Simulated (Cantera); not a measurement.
An adiabatic, constant-pressure homogeneous reactor starts with H2 : O2 : N2 = 1 : 0.2 : 0.752 (molar parts), equivalence ratio 2.5, at 1073 K and 1.01 bar. Integrator tolerance rtol = 1e-08.

Computed with Cantera and the H2/O2 subset of GRI-Mech 3.0, which has no nitrogen chemistry.

### Question
What does this change do: pressure from 1.01 bar to 29.0 bar?

### Answer
```
quantity                                                            before                                      after
---------------------------------  ---------------------------------------  -----------------------------------------
time of steepest temperature rise                                 0.141 ms                                   0.781 ms
temperature at 0.300 s                                              2476 K                                     2542 K
equilibrium temperature                                             2476 K                                     2542 K
x(H2) at 0.300 s                       0.334 (gas-phase equilibrium 0.334)        0.340 (gas-phase equilibrium 0.340)
x(O2) at 0.300 s                   1.27e-5 (gas-phase equilibrium 1.27e-5)    8.25e-7 (gas-phase equilibrium 8.25e-7)
x(OH) at 0.300 s                   0.00177 (gas-phase equilibrium 0.00177)  0.000478 (gas-phase equilibrium 0.000478)
x(O) at 0.300 s                    4.59e-5 (gas-phase equilibrium 4.59e-5)    3.02e-6 (gas-phase equilibrium 3.02e-6)
x(H2O2) at 0.300 s                 5.40e-9 (gas-phase equilibrium 5.40e-9)    8.57e-9 (gas-phase equilibrium 8.57e-9)
x(HO2) at 0.300 s                  1.39e-8 (gas-phase equilibrium 1.39e-8)    4.92e-9 (gas-phase equilibrium 4.92e-9)
x(H2O) at 0.300 s                      0.225 (gas-phase equilibrium 0.225)        0.227 (gas-phase equilibrium 0.227)
```
The hydrogen kinetics of GRI-Mech 3.0 are dated; newer H2 mechanisms differ, most at raised pressure. The pressure lies above the range GRI-Mech 3.0 was tuned for (to about 10 atm).
